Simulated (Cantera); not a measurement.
A perfectly stirred reactor is fed with N2O = 1 (molar parts), at 14.3 Torr; it is held at 1350 K, and followed from long to short residence time.

Cantera simulation using GRI-Mech 3.0 (53 species, 325 reactions); the numbers are that mechanism's predictions, not measurements. GRI-Mech 3.0 was tuned for natural gas; its chemistry of N2O as a main component is partial and can be far from experiment. Radical loss at walls, strong at low pressure, is not modelled. The mechanism lacks the step 2 NO + O2 → 2 NO2, which can matter for NO2 below about 1400 K. The temperature is held fixed by assumption; the heat of reaction is taken as removed at once.

x: mole fraction; the columns are a selection and need not sum to one.

| τ (s) | x N2O | x NO | x N2 | x NO2 | x O | x O2 |
|---|---|---|---|---|---|---|
| 1.0 | 0.821 | 0.0206 | 0.109 | … | 1.43e-5 | 0.0495 |
| 0.35 | 0.929 | 0.00817 | 0.0433 | … | 1.43e-5 | 0.0196 |
| 0.12 | 0.974 | 0.00294 | 0.0156 | … | 1.43e-5 | 0.00705 |
| 0.041 | 0.991 | 0.00102 | 0.00541 | … | 1.43e-5 | 0.00244 |
| 0.014 | 0.997 | 0.000346 | 0.00185 | … | 1.41e-5 | 0.000831 |
| 0.0047 | 0.999 | 0.000113 | 0.000615 | 8.20e-10 | 1.38e-5 | 0.000272 |
| 0.0016 | 1.000 | 3.58e-5 | 0.000203 | 8.45e-11 | 1.28e-5 | 8.60e-5 |
| 0.00055 | 1.000 | 1.02e-5 | 6.46e-5 | 6.90e-12 | 1.06e-5 | 2.45e-5 |

Q: Fill in the missing entries.

A: 
- 1.0, x NO2: 3.54e-6
- 0.35, x NO2: 1.10e-6
- 0.12, x NO2: 2.68e-7
- 0.041, x NO2: 4.92e-8
- 0.014, x NO2: 7.03e-9
